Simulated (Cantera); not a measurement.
A freely propagating, adiabatic, planar premixed flame of 13.2 % CH₃OH, 14.1 % O₂, 53.0 % N₂, 19.7 % H₂O, equivalence ratio 1.4, unburnt at 575 K and 135 Torr; unity-Lewis-number transport, grid criteria slope 0.08 and curve 0.16, no radiation.

Model: GRI-Mech 3.0 (53 species, 325 reactions), integrated in Cantera. GRI-Mech 3.0 was tuned for natural gas; its chemistry of methanol as a main component is partial and can be far from experiment. Unity Lewis numbers drop preferential diffusion, which matters most where H2 and H carry the flame. Burning velocities carry a grid error of a few per cent, more on coarse grids.

Question: Predict: laminar burning velocity; thermal thickness; peak x(C₂H₂).

Answer: 
```
Quantity                     Result
------------------------  ---------
laminar burning velocity  66.3 cm/s
thermal thickness           2.34 mm
peak x(C₂H₂)                3.41e-6
```
